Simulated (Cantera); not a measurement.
Premixed flame

A freely propagating, adiabatic, planar premixed flame of 18.4 % CO, 5.16 % H2, 16.0 % O2, 60.4 % N2, unburnt at 375 K and 10000 Pa; mixture-averaged transport, grid criteria slope 0.08 and curve 0.16, no radiation.

Cantera simulation using GRI-Mech 3.0 (53 species, 325 reactions); the numbers are that mechanism's predictions, not measurements. Burning velocities carry a grid error of a few per cent, more on coarse grids.

```tsv
z (mm)	T (K)	u (m/s)	x CO	x H2	x O2	x NO	x O	x HO2
-34.2	375	0.886	0.184	0.0516	0.160	<1e-8	<1e-8	<1e-8
-22.8	375	0.886	0.184	0.0516	0.160	<1e-8	<1e-8	<1e-8
-17.1	375	0.886	0.184	0.0515	0.160	<1e-8	<1e-8	<1e-8
-11.4	375	0.886	0.184	0.0515	0.160	<1e-8	<1e-8	<1e-8
-5.70	376	0.888	0.184	0.0502	0.161	<1e-8	6.86e-8	7.90e-6
-2.85	503	1.18	0.180	0.0429	0.158	<1e-8	2.70e-5	6.32e-5
0	929	2.14	0.151	0.0199	0.134	3.30e-7	0.00345	1.29e-5
2.85	1236	2.79	0.0977	0.00470	0.0931	2.88e-6	0.0157	4.97e-6
5.70	1392	3.10	0.0651	0.00422	0.0759	7.09e-6	0.0194	3.06e-6
11.4	1538	3.38	0.0508	0.00449	0.0689	1.44e-5	0.0179	2.17e-6
22.8	1672	3.64	0.0479	0.00400	0.0670	2.31e-5	0.0141	1.64e-6
45.6	1798	3.88	0.0425	0.00322	0.0647	3.37e-5	0.0102	1.18e-6
91.2	1909	4.09	0.0351	0.00241	0.0618	5.38e-5	0.00691	8.14e-7
```
x: mole fraction of selected species; z is measured from the peak of heat release.

```
Property                      Value
------------------------  ---------
laminar burning velocity  88.6 cm/s
thermal thickness           11.4 mm
peak x(O)                    0.0195
peak x(HO2)                 9.06e-5
grid points                     155
```
